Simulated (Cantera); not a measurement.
# Pb + CO + N2 (metals in furnace atmospheres)

Charge: 1 mol Pb, 0.11 mol CO, 16 mol N2, held at 0.100 bar.

Cantera equilibrium calculation (NASA polynomials, part measured and part estimated; ideal gas, pure solids and liquids). Candidate condensed phases: C, Pb, PbO, PbO2, Pb3O4; 27 gas species. Rates play no part.

```tsv
T (K)	x N2	x Pb	x CO	x Pb2	x CO2	x CN	x C2N2	x PbO	n Pb(l)
1200	0.987	0.00643	0.00678	2.40e-7	8.70e-8	<1e-12	6.49e-12	3.65e-12	0.896
1300	0.967	0.0262	0.00665	2.50e-6	2.29e-8	1.28e-12	7.08e-11	1.33e-11	0.566
1400	0.935	0.0584	0.00643	8.28e-6	7.09e-9	2.28e-11	5.41e-10	2.64e-11	0
1500	0.935	0.0584	0.00643	5.83e-6	3.71e-9	2.06e-10	1.77e-9	3.34e-11	0
1600	0.935	0.0584	0.00643	4.28e-6	3.81e-9	7.84e-10	1.55e-9	7.39e-11	0
1700	0.935	0.0584	0.00643	3.25e-6	4.35e-9	2.29e-9	1.11e-9	1.66e-10	0
1800	0.935	0.0584	0.00643	2.54e-6	5.81e-9	5.02e-9	5.96e-10	4.02e-10	0
1900	0.935	0.0584	0.00643	2.04e-6	8.50e-9	9.00e-9	2.69e-10	1.00e-9	0
```
x: gas mole fraction; n: condensed amount in mol.

From 1200 K to 1300 K the condensed part is Pb(l). From 1400 K to 1900 K nothing is condensed. The main Pb-bearing gas is Pb throughout.
